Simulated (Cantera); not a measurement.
# Thermodynamics of chlorosilane synthesis and conversion, feed Si + HCl + H2

Charge: 1 mol Si, 0.64 mol HCl, 5.9 mol H2, held at 0.240 bar.

Cantera equilibrium calculation (NASA polynomials, part measured and part estimated; ideal gas, pure solids and liquids). Candidate condensed phases: Si; 19 gas species. The tables' values for SiCl3 are old estimates; treat these amounts as uncertain. Equilibrium is a limit: real reactors are often held back by kinetics, nucleation or transport.

| T (K) | x H2 | x HCl | x SiCl2 | x SiCl4 | x SiHCl3 | x SiCl3 | x SiH2Cl2 | x H | n Si(s) |
|---|---|---|---|---|---|---|---|---|---|
| 1200 | 0.944 | 0.0366 | 0.00336 | 0.00814 | 0.00570 | 0.00176 | 0.000523 | 3.91e-7 | 0.874 |
| 1225 | 0.941 | 0.0406 | 0.00428 | 0.00700 | 0.00505 | 0.00195 | 0.000487 | 6.17e-7 | 0.879 |
| 1250 | 0.937 | 0.0445 | 0.00532 | 0.00587 | 0.00440 | 0.00209 | 0.000448 | 9.55e-7 | 0.883 |
| 1275 | 0.934 | 0.0482 | 0.00644 | 0.00479 | 0.00375 | 0.00218 | 0.000407 | 1.45e-6 | 0.886 |
| 1300 | 0.931 | 0.0515 | 0.00760 | 0.00380 | 0.00313 | 0.00221 | 0.000364 | 2.18e-6 | 0.889 |
| 1325 | 0.929 | 0.0545 | 0.00875 | 0.00293 | 0.00256 | 0.00217 | 0.000321 | 3.22e-6 | 0.891 |
| 1350 | 0.927 | 0.0569 | 0.00984 | 0.00220 | 0.00205 | 0.00208 | 0.000279 | 4.68e-6 | 0.893 |
| 1375 | 0.925 | 0.0589 | 0.0108 | 0.00162 | 0.00162 | 0.00195 | 0.000240 | 6.73e-6 | 0.894 |
| 1400 | 0.923 | 0.0605 | 0.0117 | 0.00117 | 0.00126 | 0.00180 | 0.000205 | 9.54e-6 | 0.895 |
| 1425 | 0.922 | 0.0617 | 0.0125 | 0.000834 | 0.000976 | 0.00163 | 0.000174 | 1.34e-5 | 0.895 |
| 1450 | 0.921 | 0.0626 | 0.0131 | 0.000590 | 0.000749 | 0.00146 | 0.000147 | 1.85e-5 | 0.895 |
| 1475 | 0.921 | 0.0632 | 0.0137 | 0.000416 | 0.000574 | 0.00129 | 0.000124 | 2.54e-5 | 0.895 |
x: gas mole fraction; n: condensed amount in mol.

From 1200 K to 1475 K the condensed part is Si(s). The main Si-bearing gas is SiCl4 at 1200 K and SiCl2 at 1475 K.
